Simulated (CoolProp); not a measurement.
The fluid at 173.12 K and 0.432 MPa (liquid) is heated at constant pressure to 352.6 K. The same conditions are run with several fluids, on thermodynamics alone (safety and materials aside).

The numbers come from the reference Helmholtz-energy equation of state of each fluid (hydrogen chloride: Thol 2018; n-perfluoropentane: Gao 2022; R123: Younglove 1994; CH2F2 (R32): Tillner-Roth 1997; C3F8 (R218): Lemmon 2006) in CoolProp.

```tsv
fluid	heat (kJ/kg)	final density (kg/m³)
hydrogen chloride	601	?
n-perfluoropentane	250	?
R123	?	?
CH2F2 (R32)	?	?
C3F8 (R218)	253	?
```

Question: Complete the blanks.

Answer: 
- hydrogen chloride, final density (kg/m³): 5.46
- n-perfluoropentane, final density (kg/m³): 50.3
- R123, heat (kJ/kg): 324
- R123, final density (kg/m³): 25.4
- CH2F2 (R32), heat (kJ/kg): 565
- CH2F2 (R32), final density (kg/m³): 7.90
- C3F8 (R218), final density (kg/m³): 29.2
